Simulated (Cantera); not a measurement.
A closed system holds: 1 mol B, 1.5 mol O2, 0.17 mol H2, held at 2125 K.

Equilibrium computed with Cantera from the NASA thermochemical tables; the gas is ideal and each condensed phase is pure. Candidate condensed phases: B, B2O3, B3O3H3, H2O; 23 gas species. The numbers say what is thermodynamically allowed, not how fast it happens.

Task: At 1.40 mbar, list the 5 most abundant gas species with their mole fractions, and the condensed phases.

Result: O2 0.431, B2O3 0.207, HBO2 0.186, BO2 0.110, O 0.0290. Condensed: gas only.
